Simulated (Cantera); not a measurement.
Input (Python, Cantera):

```python
import numpy as np
import cantera as ct

gas = ct.Solution("gri30.yaml")
gas.TPX = 550, 1000000, {'CH4': 1, 'O2': 1.33, 'N2': 5.01}
flame = ct.FreeFlame(gas, width=0.008)
flame.set_refine_criteria(ratio=3, slope=0.08, curve=0.16)
flame.transport_model = "mixture-averaged"
flame.solve(loglevel=0, auto=True)
z, T = flame.grid, flame.T
thick = (T[-1] - T[0]) / np.gradient(T, z).max()
show = ['CH4', 'O2', 'C2H2', 'CH2CO', 'C2H4', 'CH2']
print(f"laminar burning velocity  {flame.velocity[0] * 100:.3f} cm/s")
print(f"burnt temperature         {T[-1]:.1f} K")
print(f"thermal thickness         {thick * 1e3:.4f} mm")
print(f"grid points               {len(z)}")
z0 = z[flame.heat_release_rate.argmax()]
print(f"{'z/mm':>9s}{'T/K':>9s}{'u/(m/s)':>9s}" + "".join(f"{s:>11s}" for s in show))
rows = []
for k in (-3, -2, -1.5, -1, -0.5, -0.25, 0, 0.25, 0.5, 1, 2, 4, 8):
    zz = z0 + k * thick
    rows.append([k * thick, np.interp(zz, z, T), np.interp(zz, z, flame.velocity),
                 *(np.interp(zz, z, flame.X[gas.species_index(s)]) for s in show)])
    print(f"{rows[-1][0] * 1e3:9.3f}{rows[-1][1]:9.1f}{rows[-1][2]:9.3f}" + "".join(f"{x:11.3e}" for x in rows[-1][3:]))
```

Result:

```
laminar burning velocity  19.502 cm/s
burnt temperature         2081.6 K
thermal thickness         0.1476 mm
grid points               135
     z/mm      T/K  u/(m/s)        CH4         O2       C2H2      CH2CO       C2H4        CH2
   -0.443    551.4    0.196  1.355e-01  1.804e-01  2.748e-07  3.601e-08  4.309e-07  1.292e-21
   -0.295    561.5    0.201  1.339e-01  1.788e-01  3.394e-06  5.888e-07  5.506e-06  9.825e-19
   -0.221    591.2    0.213  1.307e-01  1.757e-01  1.612e-05  3.351e-06  2.672e-05  5.209e-17
   -0.148    719.7    0.262  1.196e-01  1.640e-01  1.022e-04  2.767e-05  1.743e-04  2.486e-14
   -0.074   1157.6    0.431  8.382e-02  1.188e-01  6.158e-04  2.215e-04  1.071e-03  1.803e-09
   -0.037   1522.4    0.574  5.263e-02  7.572e-02  1.343e-03  5.002e-04  2.077e-03  2.178e-07
    0.000   1857.1    0.708  2.378e-02  3.248e-02  3.021e-03  5.382e-04  1.988e-03  5.636e-06
    0.037   2023.9    0.775  1.084e-02  1.047e-02  4.410e-03  2.023e-04  6.764e-04  1.111e-05
    0.074   2079.2    0.797  6.796e-03  3.533e-03  4.603e-03  7.797e-05  2.199e-04  7.102e-06
    0.148   2101.8    0.807  4.290e-03  5.589e-04  4.341e-03  2.572e-05  5.869e-05  2.621e-06
    0.295   2100.3    0.807  2.693e-03  2.836e-05  3.610e-03  1.316e-05  2.327e-05  1.145e-06
    0.590   2093.7    0.807  1.601e-03  2.861e-07  2.320e-03  7.667e-06  1.119e-05  5.954e-07
    1.181   2087.6    0.808  8.226e-04  1.356e-07  9.429e-04  3.042e-06  4.102e-06  2.559e-07
```

Computed with Cantera and GRI-Mech 3.0 (53 species, 325 reactions). Burning velocities carry a grid error of a few per cent, more on coarse grids.
